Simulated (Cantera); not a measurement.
A closed system holds: 1 mol CH3SiH3, 0.011 mol C2H2, a varied amount of H2, at 2573.15 K and 1000 Pa.

Method: chemical equilibrium by Gibbs-energy minimisation in Cantera with the NASA 1993 tables (ideal gas, pure condensed phases). Candidate condensed phases: C, C6H6, C7H8, C8H18, Si, SiC; 87 gas species. The feed counts by its element totals alone. Equilibrium is a limit: real reactors are often held back by kinetics, nucleation or transport.

### Question
At 170 mol H2, list the 6 most abundant gas species with their mole fractions, and the condensed phases.

### Answer
H2 0.704, H 0.288, Si 0.00451, C2H2 (acetylene) 0.00210, SiC2 0.000293, SiH 8.98e-5. Condensed: gas only.
